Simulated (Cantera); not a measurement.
Feed: 1 mol C2H6, 1.8 mol NH3, 2.3 mol N2, a varied amount of H2O, held at 1848.15 K and 1000 Pa.

These are equilibrium values from Cantera (NASA tables, ideal gas, pure condensed phases), not measurements of a reactor. Candidate condensed phases: C, C6H6, C7H8, C8H18, H2O; 136 gas species. Kinetics and transport are ignored.

log p: log10 of the partial pressure in bar; n: condensed amount in mol.

```json
[
 {"n(H2O) (mol)": "0.16", "log p H2": "-2.20", "log p N2": "-2.46", "log p H2O": "-9.61", "log p CO": "-3.76", "log p CO2": "?", "log p H": "-4.38", "n C(graphite)": "1.80"},
 {"n(H2O) (mol)": "0.23", "log p H2": "-2.20", "log p N2": "-2.47", "log p H2O": "-9.46", "log p CO": "-3.61", "log p CO2": "?", "log p H": "-4.38", "n C(graphite)": "1.73"},
 {"n(H2O) (mol)": "0.32", "log p H2": "-2.20", "log p N2": "-2.48", "log p H2O": "-9.32", "log p CO": "-3.48", "log p CO2": "?", "log p H": "-4.38", "n C(graphite)": "1.64"},
 {"n(H2O) (mol)": "0.45", "log p H2": "-2.21", "log p N2": "-2.49", "log p H2O": "-9.19", "log p CO": "-3.34", "log p CO2": "?", "log p H": "-4.38", "n C(graphite)": "1.51"},
 {"n(H2O) (mol)": "0.63", "log p H2": "-2.21", "log p N2": "-2.51", "log p H2O": "-9.06", "log p CO": "-3.21", "log p CO2": "?", "log p H": "-4.38", "n C(graphite)": "1.33"},
 {"n(H2O) (mol)": "0.87", "log p H2": "-2.21", "log p N2": "-2.53", "log p H2O": "-8.95", "log p CO": "-3.09", "log p CO2": "?", "log p H": "-4.38", "n C(graphite)": "1.09"},
 {"n(H2O) (mol)": "1.2", "log p H2": "-2.22", "log p N2": "-2.55", "log p H2O": "-8.84", "log p CO": "-2.97", "log p CO2": "?", "log p H": "-4.38", "n C(graphite)": "0.759"},
 {"n(H2O) (mol)": "1.7", "log p H2": "-2.22", "log p N2": "-2.59", "log p H2O": "-8.73", "log p CO": "-2.86", "log p CO2": "?", "log p H": "-4.39", "n C(graphite)": "0.257"},
 {"n(H2O) (mol)": "2.4", "log p H2": "-2.24", "log p N2": "-2.62", "log p H2O": "-3.55", "log p CO": "-2.83", "log p CO2": "?", "log p H": "-4.39", "n C(graphite)": "0"},
 {"n(H2O) (mol)": "3.3", "log p H2": "-2.26", "log p N2": "-2.65", "log p H2O": "-3.07", "log p CO": "-2.87", "log p CO2": "?", "log p H": "-4.41", "n C(graphite)": "0"},
 {"n(H2O) (mol)": "4.6", "log p H2": "-2.30", "log p N2": "-2.69", "log p H2O": "-2.80", "log p CO": "-2.92", "log p CO2": "?", "log p H": "-4.42", "n C(graphite)": "0"}
]
```

Question: What belongs in the gaps?

Answer: 
- 0.16, log p CO2: -11.77
- 0.23, log p CO2: -11.47
- 0.32, log p CO2: -11.20
- 0.45, log p CO2: -10.93
- 0.63, log p CO2: -10.67
- 0.87, log p CO2: -10.43
- 1.2, log p CO2: -10.20
- 1.7, log p CO2: -9.97
- 2.4, log p CO2: -4.74
- 3.3, log p CO2: -4.27
- 4.6, log p CO2: -4.03
